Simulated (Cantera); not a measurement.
What does this Cantera script print?

```python
import numpy as np
import cantera as ct

gas_names = """
    N N2 Zr ZrN
""".split()
cond_names = """
    Zr(a) Zr(b) Zr(L) ZrN(s) ZrN(L)
""".split()


# ... load() reads the species with a 1 bar reference pressure and builds the phases ...
atoms = {
    'ZrN': {'Zr': 1, 'N': 1},
    'N2': {'N': 2},
}
top_T = {}  # K; cautious upper limits of use, not melting points


# ... equilibrate(T, P, feed) seeds the gas with the atoms and calls Mixture.equilibrate('TP', solver="vcs", rtol=1e-11, max_steps=5000) ...
results = []
feed = {'ZrN': 1, 'N2': 5.6}  # mol
for P in [1, 5.6, 32, 180, 1000, 5600, 32000, 180000, 1000000]:
    for T in [2275, 2350, 2425, 2500, 2575, 2650, 2725, 2800, 2875, 2950]:
        mix = equilibrate(T, P, feed)
        results.append((T, P, feed, dict(zip(mix.species_names, mix.species_moles))))

for T, P, feed, n in results:
    print(f"{T:7g} {P:10.4g}  " + (" + ".join(c for c in cond_names if n.get(c, 0) > 1e-12) or "gas only"))
```

Result:

```
   2275          1  ZrN(s)
   2350          1  ZrN(s)
   2425          1  ZrN(s)
   2500          1  gas only
   2575          1  gas only
   2650          1  gas only
   2725          1  gas only
   2800          1  gas only
   2875          1  gas only
   2950          1  gas only
   2275        5.6  ZrN(s)
   2350        5.6  ZrN(s)
   2425        5.6  ZrN(s)
   2500        5.6  ZrN(s)
   2575        5.6  ZrN(s)
   2650        5.6  gas only
   2725        5.6  gas only
   2800        5.6  gas only
   2875        5.6  gas only
   2950        5.6  gas only
   2275         32  ZrN(s)
   2350         32  ZrN(s)
   2425         32  ZrN(s)
   2500         32  ZrN(s)
   2575         32  ZrN(s)
   2650         32  ZrN(s)
   2725         32  ZrN(s)
   2800         32  ZrN(s)
   2875         32  gas only
   2950         32  gas only
   2275        180  ZrN(s)
   2350        180  ZrN(s)
   2425        180  ZrN(s)
   2500        180  ZrN(s)
   2575        180  ZrN(s)
   2650        180  ZrN(s)
   2725        180  ZrN(s)
   2800        180  ZrN(s)
   2875        180  ZrN(s)
   2950        180  ZrN(s)
   2275       1000  ZrN(s)
   2350       1000  ZrN(s)
   2425       1000  ZrN(s)
   2500       1000  ZrN(s)
   2575       1000  ZrN(s)
   2650       1000  ZrN(s)
   2725       1000  ZrN(s)
   2800       1000  ZrN(s)
   2875       1000  ZrN(s)
   2950       1000  ZrN(s)
   2275       5600  ZrN(s)
   2350       5600  ZrN(s)
   2425       5600  ZrN(s)
   2500       5600  ZrN(s)
   2575       5600  ZrN(s)
   2650       5600  ZrN(s)
   2725       5600  ZrN(s)
   2800       5600  ZrN(s)
   2875       5600  ZrN(s)
   2950       5600  ZrN(s)
   2275    3.2e+04  ZrN(s)
   2350    3.2e+04  ZrN(s)
   2425    3.2e+04  ZrN(s)
   2500    3.2e+04  ZrN(s)
   2575    3.2e+04  ZrN(s)
   2650    3.2e+04  ZrN(s)
   2725    3.2e+04  ZrN(s)
   2800    3.2e+04  ZrN(s)
   2875    3.2e+04  ZrN(s)
   2950    3.2e+04  ZrN(s)
   2275    1.8e+05  ZrN(s)
   2350    1.8e+05  ZrN(s)
   2425    1.8e+05  ZrN(s)
   2500    1.8e+05  ZrN(s)
   2575    1.8e+05  ZrN(s)
   2650    1.8e+05  ZrN(s)
   2725    1.8e+05  ZrN(s)
   2800    1.8e+05  ZrN(s)
   2875    1.8e+05  ZrN(s)
   2950    1.8e+05  ZrN(s)
   2275      1e+06  ZrN(s)
   2350      1e+06  ZrN(s)
   2425      1e+06  ZrN(s)
   2500      1e+06  ZrN(s)
   2575      1e+06  ZrN(s)
   2650      1e+06  ZrN(s)
   2725      1e+06  ZrN(s)
   2800      1e+06  ZrN(s)
   2875      1e+06  ZrN(s)
   2950      1e+06  ZrN(s)
```

Equilibrium computed with Cantera from the NASA thermochemical tables; the gas is ideal and each condensed phase is pure. ZrN: taken at fixed stoichiometry.
